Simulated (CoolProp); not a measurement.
Properties of fluoroethane (R161) along the isobar 1390 kPa (Tc = 102.1 °C, pc = 5010 kPa, ω = 0.216).

Values from CoolProp's reference Helmholtz-energy equation of state, Wu 2012.

```tsv
T (°C)	phase	Z	cp (kJ/(kg K))	cv (kJ/(kg K))	speed of sound (m/s)	isothermal compressibility (1/MPa)
81.95	gas	0.8703	1.648	1.324	238.8	0.8394
88.75	gas	0.8795	1.645	1.337	242.7	0.8281
95.55	gas	0.8878	1.645	1.350	246.3	0.8185
102.25	gas	0.8952	1.648	1.364	249.7	0.8103
109.05	gas	0.9019	1.652	1.378	253.1	0.8030
115.85	gas	0.9081	1.659	1.392	256.4	0.7966
122.65	gas	0.9137	1.666	1.407	259.6	…
129.35	gas	0.9187	1.675	1.422	262.6	0.7860
136.15	gas	0.9235	1.685	1.438	265.6	0.7814
142.95	gas	0.9278	1.696	1.454	268.5	0.7773
149.75	gas	0.9318	1.707	1.470	271.4	0.7736
156.55	gas	0.9356	1.719	1.486	274.2	0.7702
163.25	gas	0.9390	1.732	1.502	276.9	0.7672
170.05	gas	0.9422	…	1.518	279.6	0.7643
176.85	gas	0.9452	1.758	…	282.2	0.7617
```

Task: Some entries are withheld; supply them.

Result: 
- 122.65, isothermal compressibility (1/MPa): 0.7909
- 170.05, cp (kJ/(kg K)): 1.745
- 176.85, cv (kJ/(kg K)): 1.534
